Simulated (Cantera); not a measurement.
An adiabatic, constant-pressure homogeneous reactor starts with 16.6 % CH₄, 17.5 % O₂, 65.9 % N₂, equivalence ratio 1.9, at 1675 K and 1800 Torr.

Model: GRI-Mech 3.0 (53 species, 325 reactions), integrated in Cantera.

Problem. Predict: time of steepest temperature rise; temperature at 0.200 s; equilibrium temperature; x(O₂) at 0.200 s; x(NO) at 0.200 s; x(OH) at 0.200 s; x(H₂O₂) at 0.200 s; x(H₂) at 0.200 s.

Solution. 
```json
{
 "time_of_steepest_temperature_rise": "0.157 ms",
 "temperature at 0.200 s": "2694 K",
 "equilibrium_temperature": "2694 K",
 "x(O₂) at 0.200 s": "7.76e-5 (gas-phase equilibrium 7.76e-5)",
 "x(NO) at 0.200 s": "0.000515 (gas-phase equilibrium 0.000515)",
 "x(OH) at 0.200 s": "0.00329 (gas-phase equilibrium 0.00329)",
 "x(H₂O₂) at 0.200 s": "1.91e-8 (gas-phase equilibrium 1.91e-8)",
 "x(H₂) at 0.200 s": "0.142 (gas-phase equilibrium 0.142)"
}
```
